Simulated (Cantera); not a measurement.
Input: 1 mol SiC, 0.039 mol CO2, 240 mol H2, 0.019 mol O2, equilibrated at 2150 K and 1.10 mbar.

Cantera equilibrium calculation (NASA polynomials, part measured and part estimated; ideal gas, pure solids and liquids). Candidate condensed phases: C, C6H6, C7H8, C8H18, H2O, Si, SiC, SiO2; 123 gas species. Kinetics and transport are ignored.

Base state: H2 0.875, H 0.119, Si 0.00353, C2H2 (acetylene) 0.00152, CO 0.000451, SiC2 0.000251, SiH 5.35e-5, Si2C 3.10e-5 (mole fractions); condensed: gas only.

Problem. What changes in the equilibrium state with this change: temperature from 2150 K to 1900 K?

Solution. 
| species | before | after |
|---|---|---|
| H2 | 0.875 | 0.975 |
| H | 0.119 | 0.0236 |
| Si | 0.00353 | 0.000624 |
| SiC2 | 0.000251 | 7.35e-6 |
| C2H2 (acetylene) | 0.00152 | 0.000173 |
| SiH | 5.35e-5 | 1.77e-5 |
| Si2C | 3.10e-5 | 1.09e-5 |
| CO | 0.000451 | 0.000470 |
| SiC(s), mol | 0 | 0.834 |

Problem. What changes in the equilibrium state with this change: SiC replaced by Si3N4?

Solution. 
```csv
species,before,after
H2,0.875,0.863
H,0.119,0.118
Si,0.00353,0.0110
N2,0,0.00767
C2H2 (acetylene),0.00152,2.04e-8
SiC2,0.000251,1.06e-8
SiO,1.15e-6,0.000305
Si2C,3.10e-5,1.11e-6
CO,0.000451,0.000141
```
Gases not in the tables: Si2H6 and higher silanes. Further candidate phases: Si2N2O, Si3N4.
